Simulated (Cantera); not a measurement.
Feed: 1 mol Si, 2.3 mol NF3, 34 mol N2, equilibrated at 0.285 Torr.

These are equilibrium values from Cantera (NASA tables, ideal gas, pure condensed phases), not measurements of a reactor. Candidate condensed phases: Si, Si3N4; 16 gas species. Rates play no part.

Task: At 402 °C, list the 5 most abundant gas species with their mole fractions, and the condensed phases.

Result: N2 0.932, F2 0.0321, SiF4 0.0265, F 0.00788, NF3 0.00164. Condensed: gas only.
